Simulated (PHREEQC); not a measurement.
Consider water at 60 °C with 0.0064 mol/kgw ZnSO4 and 0.00057 mol/kgw H2SO4. Closed to the air; pH follows from the charge balance.

Equilibrium calculation in PHREEQC: ion-association model, phreeqc.dat.

No solid was allowed to form.

Q: Predict the pH.

A: pH 3.20.

Q: In which forms is Zn present?

A: Zn+2 69 %, ZnSO4 30 %, Zn(SO4)2-2 0.9 % of the Zn.

Away from 25 °C the constants follow the database's enthalpies or fits; those with neither stay at their 25 °C values.
